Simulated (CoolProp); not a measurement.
Vapour-liquid equilibrium of benzene (1) + cyclohexane (2) at 0.0783 MPa; x and y are mole fractions of (1).

Model: multi-fluid Helmholtz-energy mixture model, Thol 2012 and Zhou 2014; pair parameters Bell 2016, in CoolProp.

### Question
Give the bubble temperature and the first vapour's composition at x = 0.35, 0.5, 0.8. Is there an azeotrope?

### Answer
x = 0.35: 342.6 K, y = 0.383; x = 0.5: 342.2 K, y = 0.508; x = 0.8: 342.9 K, y = 0.762. y crosses x between x = 0.5 and 0.65: the model has an azeotrope there.

The pair parameters rest on a limited set of measurements; away from them the model extrapolates.
